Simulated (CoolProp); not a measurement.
Vapour-liquid equilibrium of n-hexane (1) + hexamethyldisiloxane (MM) (2) at 0.254 MPa; x and y are mole fractions of (1).

Model: multi-fluid Helmholtz-energy mixture model, Thol 2019 and Thol 2016; pair parameters Bell 2016, in CoolProp.

```tsv
x	bubble temperature (K)	y at the bubble point	dew temperature at overall composition x (K)	liquid density (mol/L)
0.05	406.9	0.088	407.7	3.976
0.125	404.0	0.209	406.0	4.130
0.2	401.2	0.317	404.2	4.291
0.275	398.6	0.417	402.3	4.460
0.35	___	0.508	400.4	4.640
0.425	393.4	0.592	___	4.829
0.5	390.8	0.669	396.2	5.031
0.575	388.2	0.740	___	___
0.65	385.6	0.802	___	5.470
0.725	383.1	0.858	388.8	5.711
0.8	380.6	0.906	385.7	5.966
0.875	378.1	0.947	382.2	6.237
0.95	375.8	___	378.0	6.525
```

Task: What belongs in the gaps?

Result: 
- 0.35, bubble temperature (K): 396.0
- 0.425, dew temperature at overall composition x (K): 398.4
- 0.575, dew temperature at overall composition x (K): 393.9
- 0.575, liquid density (mol/L): 5.244
- 0.65, dew temperature at overall composition x (K): 391.5
- 0.95, y at the bubble point: 0.981

No azeotrope shows between x = 0.05 and 0.95.

The pair parameters rest on a limited set of measurements; away from them the model extrapolates.
